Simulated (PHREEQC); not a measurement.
Make-up at 20 °C: 0.0042 mol/kgw FeSO4 and 3.8e-05 mol/kgw NaCl. Closed to the air; pH follows from the charge balance.

Model: ion-association model, phreeqc.dat, run in PHREEQC.

```csv
quantity,before,after
pH,6.19,6.11
SO4-2 (mol/kgw),0.00343,0.00635
```

**Question.** What was changed between the two runs?
(A) FeSO4 from 0.0042 to 0.021 mol/kgw
(B) NaCl from 3.8e-05 to 0.00038 mol/kgw
(C) diluted 5-fold with water
(D) diluted 2-fold with water
(E) FeSO4 from 0.0042 to 0.0084 mol/kgw

**Answer.** E, FeSO4 from 0.0042 to 0.0084 mol/kgw

Precipitation was switched off in this run.
